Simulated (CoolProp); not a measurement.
A Linde-Hampson liquefier for CF4 (R14): isothermal reversible compression at 300 K from 1 atm to 30 MPa, throttling to 1 atm, return gas leaving the recuperator 10 K below the feed. Each further row changes one setting.

Model: reference Helmholtz-energy equation of state, Platzer 1990, in CoolProp. This equation is an older, rougher fit; its heat capacities, sound speeds and derivatives of the liquid may be far off and weren't checked against measurements.

| case | liquid yield per pass | compression work (kJ/kg of gas) |
|---|---|---|
| as stated | ? | 145 |
| warm-end temperature 330 K | ? | ? |
| warm-end gap 15 K | ? | 145 |

Question: Fill in the missing entries.

Answer: 
- as stated, liquid yield per pass: 0.271
- warm-end temperature 330 K, liquid yield per pass: 0.206
- warm-end temperature 330 K, compression work (kJ/kg of gas): 166
- warm-end gap 15 K, liquid yield per pass: 0.259
